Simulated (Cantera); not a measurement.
An adiabatic, constant-pressure homogeneous reactor starts with 19.2 % CO, 0.847 % H2, 4.81 % CH4, 11.6 % O2, 63.5 % N2, equivalence ratio 1.7, at 1750 K and 1.00 bar.

Computed with Cantera and GRI-Mech 3.0 (53 species, 325 reactions).

One state of this run: T (K) = 2751; x CO = 0.157; x H2 = 0.0205; x CH4 = <1e-12; x HCN = 1.02e-8; x H = 0.00993; x NO = 0.00442; x CH2O = 1.30e-9. x: mole fraction; the columns are a selection and need not sum to one.

Task: Which value of t (s) does it belong to?
A. 0.00200
B. 0.000240
C. 0.0480
D. 8.33e-5

Result: C, 0.0480
